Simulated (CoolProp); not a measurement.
The numbers come from the reference Helmholtz-energy equation of state, Span 2000 in CoolProp.

### Question
For nitrogen, give the phase and the cp (kJ/(kg K)), speed of sound (m/s), conductivity (mW/(m K)) at 162.9 K and 2.13 MPa.

### Answer
- 162.9 K and 2.13 MPa: gas; cp 1.24, speed of sound 251, conductivity 17.1

Thermal conductivity comes from a separate model (Lemmon 2004).
